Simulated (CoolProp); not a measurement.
Model: reference Helmholtz-energy equation of state, Zhou 2012, in CoolProp.

**Question.** For o-xylene, give the phase and the cv (kJ/(kg K)), isothermal compressibility (1/MPa), viscosity (µPa s), Prandtl number at 484.1 K and 21 bar; 511.7 K and 21 bar.

**Answer.** 
- 484.1 K and 21 bar: liquid; cv 1.96, isothermal compressibility 0.00386, viscosity 166, Prandtl number 4.59
- 511.7 K and 21 bar: liquid; cv 2.05, isothermal compressibility 0.00556, viscosity 141, Prandtl number 4.32

Viscosity comes from a separate model (Cao 2016). Thermal conductivity comes from a separate model (Mylona 2014).
